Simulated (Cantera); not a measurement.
A perfectly stirred reactor is fed with 24.4 % NH3, 75.6 % H2, at 1300 Pa; it is held at 1925 K, and followed from long to short residence time.

Model: the gas-phase N/H chemistry of the illustrative SiF4/NH3 mechanism in the Surface Chemkin manual (1991), integrated in Cantera. Walls and surfaces, which speed up NH3 decomposition in real reactors, are not modelled.

Question: Predict: x(NH3) at τ = 6.20 s; x(H2) at τ = 6.20 s; x(N2H2) at τ = 6.20 s; x(NH2) at τ = 6.20 s; x(NH3) at τ = 46.0 ms; x(H2) at τ = 46.0 ms; x(N2H2) at τ = 46.0 ms; x(N2H4) at τ = 46.0 ms; x(NH2) at τ = 46.0 ms.

Answer: x(NH3) at τ = 6.20 s: 0.0925
x(H2) at τ = 6.20 s: 0.846
x(N2H2) at τ = 6.20 s: 4.60e-7
x(NH2) at τ = 6.20 s: 0.000225
x(NH3) at τ = 46.0 ms: 0.242
x(H2) at τ = 46.0 ms: 0.757
x(N2H2) at τ = 46.0 ms: 8.65e-7
x(N2H4) at τ = 46.0 ms: 1.38e-9
x(NH2) at τ = 46.0 ms: 0.000348
